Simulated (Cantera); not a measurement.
Charge: 1 mol BN, 14 mol O₂, 1.7 mol H₂, at 1100 °C and 12.0 mbar.

These are equilibrium values from Cantera (NASA tables, ideal gas, pure condensed phases), not measurements of a reactor. Candidate condensed phases: B, BN, B₂O₃, B₃O₃H₃, H₂O; 39 gas species. Gases not in the tables: H₃BO₃. Kinetics and transport are ignored.

Base state: O₂ 0.840, H₂O 0.105, N₂ 0.0338, HBO₂ 0.0208, NO 0.000257, B₂O₃ 0.000104, OH 0.000102, BO₂ 2.54e-5 (mole fractions); condensed: B₂O₃(l).

What changes in the equilibrium state with this change: temperature from 1100 °C to 1052 °C?


```
species         before     after
------------  --------  --------
O₂               0.840     0.844
H₂O              0.105     0.109
N₂              0.0338    0.0339
HBO₂            0.0208    0.0125
B₂O₃          0.000104   3.05e-5
BO₂            2.54e-5   8.94e-6
OH            0.000102   6.24e-5
NO            0.000257  0.000193
B₂O₃(l), mol     0.344     0.407
```
